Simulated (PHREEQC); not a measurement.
A solution holds 0.0074 mol HF, 0.072 mol H2SiF6 and 0.0062 mol HCl per kg of water, at 20 °C. Closed to the air; pH follows from the charge balance.

The numbers come from PHREEQC with the ion-association model, phreeqc.dat.

```yaml
pH: 0.93
ionic_strength: 0.221 mol/kgw
density: 1.006 g/cm³
total_alkalinity: -446 meq/kg
```

```csv
species,molality,activity,log γ
H+,0.149,0.119,-0.100
SiF6-2,0.0715,0.0208,-0.537
HF,0.0102,0.0108,0.022
Cl-,0.00620,0.00440,-0.149
H4SiO4,0.000487,0.000513,0.022
F-,9.42e-5,6.60e-5,-0.154
HF2-,3.51e-6,2.61e-6,-0.128
```

This is a speciation only: nothing precipitates in the calculation. Examples of supersaturated solids here: Quartz (slow to form), Chalcedony (slow to form). Others may be too. Species that the database lacks are ignored. SiF6-2 is the database's only silicon fluoride.
